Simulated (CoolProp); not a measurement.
Vapour-liquid equilibrium of propylene (1) + benzene (2) at 331.1 K; x and y are mole fractions of (1).

The numbers come from the multi-fluid Helmholtz-energy mixture model, Lemmon 2013 and Thol 2012; pair parameters Bell 2016 in CoolProp.

```csv
x,bubble pressure (kPa),y at the bubble point,dew pressure at overall composition x (kPa),liquid density (mol/L)
0.05,?,0.767,51.14,10.80
0.125,?,0.888,55.55,10.92
0.2,636.6,?,60.79,11.02
0.275,823.6,0.943,67.10,11.12
0.35,995.3,0.954,74.87,11.21
0.425,?,0.961,?,11.28
0.5,1304,?,97.37,11.34
0.575,1447,0.972,114.6,11.37
0.65,1588,0.976,139.1,11.38
0.725,1732,0.980,176.9,11.34
0.8,1885,0.984,243.0,11.25
0.875,2056,0.989,?,?
0.95,2259,0.995,930.5,10.76
```

Fill in the missing entries.


- 0.05, bubble pressure (kPa): 208.6
- 0.125, bubble pressure (kPa): 432.1
- 0.2, y at the bubble point: 0.925
- 0.425, bubble pressure (kPa): 1154
- 0.425, dew pressure at overall composition x (kPa): 84.65
- 0.5, y at the bubble point: 0.967
- 0.875, dew pressure at overall composition x (kPa): 387.3
- 0.875, liquid density (mol/L): 11.07

No azeotrope shows between x = 0.05 and 0.95.

The pair parameters rest on a limited set of measurements; away from them the model extrapolates. The gap from Raoult's law changes sign with composition, which may be real or a fault of the pair parameters; it wasn't checked against measurements.
